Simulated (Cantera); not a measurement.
Input (Python, Cantera) and output of one run.

```python
import numpy as np
import cantera as ct

gas_names = """
    N NO NO2 NO3 N2 N2O O O2 O3 Pb PbO Pb2
""".split()
cond_names = """
    Pb(cr) Pb(L) PbO(rd) PbO(yw) PbO(L) PbO2(s) Pb3O4(s)
""".split()


# ... load() reads the species with a 1 bar reference pressure and builds the phases ...
atoms = {
    'PbO': {'Pb': 1, 'O': 1},
    'N2': {'N': 2},
}
top_T = {'Pb3O4(s)': 820}  # K; cautious upper limits of use, not melting points


# ... equilibrate(T, P, feed) seeds the gas with the atoms and calls Mixture.equilibrate('TP', solver="vcs", rtol=1e-11, max_steps=5000) ...
results = []
feed = {'PbO': 1, 'N2': 6.3}  # mol
for P in [10, 52, 270, 1400, 7200, 37000, 190000, 1000000]:
    for T in [1050, 1100, 1150, 1200, 1250, 1300, 1350, 1400, 1450, 1500]:
        mix = equilibrate(T, P, feed)
        results.append((T, P, feed, dict(zip(mix.species_names, mix.species_moles))))

for T, P, feed, n in results:
    print(f"{T:7g} {P:10.4g}  " + (" + ".join(c for c in cond_names if n.get(c, 0) > 1e-12) or "gas only"))
```

Result:

```
   1050         10  PbO(yw)
   1100         10  PbO(yw)
   1150         10  gas only
   1200         10  gas only
   1250         10  gas only
   1300         10  gas only
   1350         10  gas only
   1400         10  gas only
   1450         10  gas only
   1500         10  gas only
   1050         52  PbO(yw)
   1100         52  PbO(yw)
   1150         52  PbO(yw)
   1200         52  gas only
   1250         52  gas only
   1300         52  gas only
   1350         52  gas only
   1400         52  gas only
   1450         52  gas only
   1500         52  gas only
   1050        270  PbO(yw)
   1100        270  PbO(yw)
   1150        270  PbO(yw)
   1200        270  PbO(L)
   1250        270  PbO(L)
   1300        270  gas only
   1350        270  gas only
   1400        270  gas only
   1450        270  gas only
   1500        270  gas only
   1050       1400  PbO(yw)
   1100       1400  PbO(yw)
   1150       1400  PbO(yw)
   1200       1400  PbO(L)
   1250       1400  PbO(L)
   1300       1400  PbO(L)
   1350       1400  PbO(L)
   1400       1400  gas only
   1450       1400  gas only
   1500       1400  gas only
   1050       7200  PbO(yw)
   1100       7200  PbO(yw)
   1150       7200  PbO(yw)
   1200       7200  PbO(L)
   1250       7200  PbO(L)
   1300       7200  PbO(L)
   1350       7200  PbO(L)
   1400       7200  PbO(L)
   1450       7200  PbO(L)
   1500       7200  gas only
   1050    3.7e+04  PbO(yw)
   1100    3.7e+04  PbO(yw)
   1150    3.7e+04  PbO(yw)
   1200    3.7e+04  PbO(L)
   1250    3.7e+04  PbO(L)
   1300    3.7e+04  PbO(L)
   1350    3.7e+04  PbO(L)
   1400    3.7e+04  PbO(L)
   1450    3.7e+04  PbO(L)
   1500    3.7e+04  PbO(L)
   1050    1.9e+05  PbO(yw)
   1100    1.9e+05  PbO(yw)
   1150    1.9e+05  PbO(yw)
   1200    1.9e+05  PbO(L)
   1250    1.9e+05  PbO(L)
   1300    1.9e+05  PbO(L)
   1350    1.9e+05  PbO(L)
   1400    1.9e+05  PbO(L)
   1450    1.9e+05  PbO(L)
   1500    1.9e+05  PbO(L)
   1050      1e+06  PbO(yw)
   1100      1e+06  PbO(yw)
   1150      1e+06  PbO(yw)
   1200      1e+06  PbO(L)
   1250      1e+06  PbO(L)
   1300      1e+06  PbO(L)
   1350      1e+06  PbO(L)
   1400      1e+06  PbO(L)
   1450      1e+06  PbO(L)
   1500      1e+06  PbO(L)
```

Method: chemical equilibrium by Gibbs-energy minimisation in Cantera with the NASA 1993 tables (ideal gas, pure condensed phases).
